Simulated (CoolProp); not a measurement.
Computed with CoolProp (reference Helmholtz-energy equation of state, Lemmon 2016).

**Question.** Give the vapour pressure (bar), liquid density (kg/m³), enthalpy of vaporisation (kJ/kg), vapour Z of saturated R115 at 187.8, 318.8 K.

**Answer.** 
```csv
T (K),p (bar),liquid density (kg/m³),enthalpy of vaporisation (kJ/kg),vapour Z
187.8,0.0701,1700,141,0.994
318.8,15.0,1170,78.7,0.699
```
